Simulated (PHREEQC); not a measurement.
**Spent oxide etchant: speciation**

Make-up at 40 °C: 0.089 mol/kgw HF, 0.043 mol/kgw (NH4)2SiF6, 0.029 mol/kgw H3BO3 and 0.0032 mol/kgw HCl. Closed to the air; pH follows from the charge balance.

Equilibrium calculation in PHREEQC: ion-association model, wateq4f.dat.

* **pH**: 1.73
* **ionic strength**: 0.150 mol/kgw
* **total alkalinity**: -264 meq/kg

```tsv
species	molality	activity	log γ
NH4+	0.0860	0.0648	-0.123
SiF6-2	0.0410	0.0131	-0.495
H+	0.0232	0.0186	-0.094
BF4-	0.0219	0.0154	-0.154
HF	0.00802	0.00830	0.015
H3BO3	0.00542	0.00561	0.015
Cl-	0.00320	0.00233	-0.138
H4SiO4	0.00197	0.00204	0.015
BF3OH-	0.00130	0.000915	-0.154
BF2(OH)2-	0.000367	0.000258	-0.154
```

This is a speciation only: nothing precipitates in the calculation. The solution is supersaturated, for example in Quartz (slow to form), Chalcedony (slow to form), so a real one may precipitate; this is no full list. At this temperature some constants are extrapolated from 25 °C, and those without enthalpy data are left unchanged. SiF6-2 is the database's only silicon fluoride. Real BF4- forms and hydrolyses slowly; the run takes it at equilibrium.
